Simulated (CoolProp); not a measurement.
Vapour-liquid equilibrium of R125 (1) + n-butane (2) at 0.515 MPa; x and y are mole fractions of (1).

Model: multi-fluid Helmholtz-energy mixture model, Lemmon 2005 and Bücker 2006; pair parameters Bell 2016, in CoolProp.

| x | bubble temperature (K) | y at the bubble point | dew temperature at overall composition x (K) | liquid density (mol/L) |
|---|---|---|---|---|
| 0.05 | 305.7 | 0.400 | 322.5 | 9.686 |
| 0.2 | 279.9 | 0.756 | 315.9 | 10.23 |
| 0.35 | 272.5 | 0.826 | 308.5 | 10.41 |
| 0.5 | 269.9 | 0.851 | 299.8 | 10.53 |
| 0.65 | 268.4 | 0.870 | 289.2 | 10.66 |
| 0.8 | 266.8 | 0.900 | 275.3 | 10.86 |
| 0.95 | 265.4 | 0.963 | 265.6 | 11.17 |

No azeotrope shows between x = 0.05 and 0.95.

The pair parameters rest on a limited set of measurements; away from them the model extrapolates. With so large a gap from Raoult's law the liquid may split in two, which this calculation doesn't test in full.
